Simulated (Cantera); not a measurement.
An isothermal, constant-pressure homogeneous reactor starts with 13.3 % H₂, 28.2 % O₂, 53.7 % N₂, 4.80 % H₂O, equivalence ratio 0.23, at 925 K and 0.0133 bar.

Computed with Cantera and GRI-Mech 3.0 (53 species, 325 reactions). Radical loss at walls, strong at low pressure, is not modelled. Below about 950 K walls govern HO2 and H2O2 in real vessels. The temperature is held fixed by assumption; the heat of reaction is taken as removed at once.

x: mole fraction; the columns are a selection and need not sum to one.

```tsv
t (s)	x H₂	x O₂	x NO	x H	x HO₂
0.000100	0.133	0.282	<1e-12	3.84e-12	3.97e-12
0.000501	0.133	0.282	<1e-12	2.25e-11	2.02e-11
0.00251	0.133	0.282	<1e-12	7.55e-10	1.32e-10
0.0126	0.128	0.281	3.65e-11	0.00235	4.33e-6
0.0632	0.000934	0.231	3.90e-7	0.000648	5.29e-6
0.317	___	0.231	3.88e-7	___	___
1.59	9.83e-7	0.231	3.85e-7	2.21e-8	5.84e-8
7.98	___	0.231	3.86e-7	7.47e-10	___
40.0	7.17e-9	0.231	3.89e-7	4.50e-11	1.08e-9
```

Task: Fill in the missing entries.

Result: 
- 0.317, x H₂: 2.81e-5
- 0.317, x H: 1.65e-6
- 0.317, x HO₂: 7.76e-7
- 7.98, x H₂: 5.62e-8
- 7.98, x HO₂: 6.59e-9
